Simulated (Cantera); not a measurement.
Mixture: CH₄ : O₂ : N₂ : CO₂ = 1 : 2 : 7.52 : 2.2 (molar parts), equivalence ratio 1.0, at 5.23 atm, adiabatic and at constant volume. Ignition delay is the time to a rise of 400 K.

Cantera simulation using GRI-Mech 3.0 (53 species, 325 reactions); the numbers are that mechanism's predictions, not measurements.

Q: What does this change do: pressure from 5.23 atm to 0.809 atm?

A: 
```csv
quantity,before,after
delay at 1150 K,22.3 ms,0.148 s
delay at 1225 K,8.56 ms,49.9 ms
delay at 1300 K,3.50 ms,18.1 ms
delay at 1375 K,1.51 ms,7.05 ms
delay at 1450 K,0.683 ms,2.96 ms
delay at 1525 K,0.321 ms,1.35 ms
delay at 1600 K,0.159 ms,0.672 ms
apparent activation energy between 1450 and 1600 K,190 kJ/mol,190 kJ/mol
```

Q: What does this change do: pressure from 5.23 atm to 1.78 atm?

A: 
```json
[
 {"quantity": "delay at 1150 K", "before": "22.3 ms", "after": "70.5 ms"},
 {"quantity": "delay at 1225 K", "before": "8.56 ms", "after": "25.0 ms"},
 {"quantity": "delay at 1300 K", "before": "3.50 ms", "after": "9.50 ms"},
 {"quantity": "delay at 1375 K", "before": "1.51 ms", "after": "3.84 ms"},
 {"quantity": "delay at 1450 K", "before": "0.683 ms", "after": "1.64 ms"},
 {"quantity": "delay at 1525 K", "before": "0.321 ms", "after": "0.746 ms"},
 {"quantity": "delay at 1600 K", "before": "0.159 ms", "after": "0.364 ms"},
 {"quantity": "apparent activation energy between 1450 and 1600 K", "before": "190 kJ/mol", "after": "190 kJ/mol"}
]
```
